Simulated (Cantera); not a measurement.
Input (Python, Cantera):

```python
import numpy as np
import cantera as ct

gas = ct.Solution("gri30.yaml")
gas.TPX = 1198, 28000, {'C2H4': 1, 'H2': 7.5}
reactor = ct.IdealGasConstPressureReactor(gas, energy="off", clone=False)
net = ct.ReactorNet([reactor])
net.rtol, net.atol = 1e-08, 1e-18
show = ['C2H4', 'H2', 'C2H', 'CH4', 'C2H6', 'C2H2']
times = np.geomspace(5e-05, 40, 15)

steps = ct.SolutionArray(gas, extra=["t"])
rows = []
print(f"{'t/s':>10s}{'T/K':>9s}{'P/Pa':>11s}" + "".join(f"{s:>11s}" for s in show))
for t in times:
    while net.time < t:
        t_next = net.step()
        steps.append(gas.state, t=t_next)
    rows.append([np.interp(t, steps.t, y) for y in (steps.T, steps.P, *steps(*show).X.T)])
    print(f"{t:10.3e}{rows[-1][0]:9.1f}{rows[-1][1]:11.4g}" + "".join(f"{x:11.3e}" for x in rows[-1][2:]))
rate = np.gradient(steps.T, steps.t)
print("integrator steps:", len(steps.t))
if steps.T.max() > steps.T[0] + 200:
    print(f"time of steepest temperature rise: {steps.t[rate.argmax()]:.4e} s")
gas.TPX = 1198, 28000, {'C2H4': 1, 'H2': 7.5}
gas.equilibrate("TP")
print(f"equilibrium (TP): T = {gas.T:.1f} K  " + "  ".join(f"{s} {gas[s].X[0]:.3e}" for s in show))
```

Result:

```
       t/s      T/K       P/Pa       C2H4         H2        C2H        CH4       C2H6       C2H2
 5.000e-05   1198.0    2.8e+04  1.176e-01  8.824e-01  6.179e-22  5.938e-16  3.707e-11  5.797e-08
 1.320e-04   1198.0    2.8e+04  1.176e-01  8.824e-01  4.291e-21  1.467e-14  2.600e-10  1.531e-07
 3.486e-04   1198.0    2.8e+04  1.176e-01  8.824e-01  3.001e-20  3.114e-13  1.823e-09  4.049e-07
 9.203e-04   1198.0    2.8e+04  1.176e-01  8.824e-01  2.100e-19  6.024e-12  1.272e-08  1.073e-06
 2.430e-03   1198.0    2.8e+04  1.176e-01  8.824e-01  1.497e-18  1.130e-10  8.912e-08  2.860e-06
 6.415e-03   1198.0    2.8e+04  1.176e-01  8.824e-01  1.182e-17  2.163e-09  6.518e-07  7.754e-06
 1.694e-02   1198.0    2.8e+04  1.176e-01  8.824e-01  1.676e-16  5.224e-08  6.355e-06  2.274e-05
 4.472e-02   1198.0    2.8e+04  1.172e-01  8.823e-01  3.839e-14  1.063e-05  2.540e-04  1.807e-04
 1.181e-01   1198.0    2.8e+04  1.083e-01  8.807e-01  5.315e-12  3.056e-03  3.467e-03  4.367e-03
 3.118e-01   1198.0    2.8e+04  9.185e-02  8.747e-01  1.651e-11  1.593e-02  3.256e-03  1.421e-02
 8.231e-01   1198.0    2.8e+04  7.400e-02  8.636e-01  2.152e-11  3.765e-02  2.591e-03  2.214e-02
 2.173e+00   1198.0    2.8e+04  6.077e-02  8.463e-01  1.669e-11  6.876e-02  2.099e-03  2.208e-02
 5.738e+00   1198.0    2.8e+04  4.835e-02  8.237e-01  9.916e-12  1.084e-01  1.641e-03  1.792e-02
 1.515e+01   1198.0    2.8e+04  3.500e-02  7.990e-01  5.108e-12  1.517e-01  1.160e-03  1.316e-02
 4.000e+01   1198.0    2.8e+04  2.234e-02  7.755e-01  2.258e-12  1.929e-01  7.212e-04  8.564e-03
integrator steps: 936
equilibrium (TP): T = 1198.0 K  C2H4 2.166e-03  H2 7.374e-01  C2H 6.338e-14  CH4 2.595e-01  C2H6 6.950e-05  C2H2 8.449e-04
```

Computed with Cantera and GRI-Mech 3.0 (53 species, 325 reactions). GRI-Mech 3.0 was tuned for natural gas; its chemistry of ethylene as a main component is partial and can be far from experiment. GRI-Mech 3.0 stops at C3 and has no aromatics, soot or wall deposition, so with more carbon than oxygen in the feed, carbon stays in small species such as C2H2 where larger ones or solid carbon would form.
